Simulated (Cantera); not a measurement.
Input: 1 mol Si, 20 mol HCl, 6 mol H2, held at 0.180 bar.

Method: chemical equilibrium by Gibbs-energy minimisation in Cantera with the NASA 1993 tables (ideal gas, pure condensed phases). Candidate condensed phases: Si; 19 gas species. The tables' values for SiCl3 are old estimates; treat these amounts as uncertain. The numbers say what is thermodynamically allowed, not how fast it happens.

x: gas mole fraction; nothing condenses.

```tsv
T (K)	x HCl	x H2	x SiCl4	x SiCl2	x SiCl3
1423	0.647	0.314	0.0327	0.00195	0.00401
1473	0.650	0.310	0.0288	0.00388	0.00572
1523	0.656	0.305	0.0240	0.00684	0.00742
1573	0.662	0.299	…	…	0.00875
1623	0.668	0.293	…	…	0.00943
1673	0.673	0.288	0.00965	0.0192	0.00943
1723	0.677	0.283	0.00649	0.0229	0.00890
```

### Question
Some entries are withheld; supply them.

### Answer

- 1623, x SiCl4: 0.0138
- 1623, x SiCl2: 0.0150
- 1573, x SiCl4: 0.0188
- 1573, x SiCl2: 0.0107
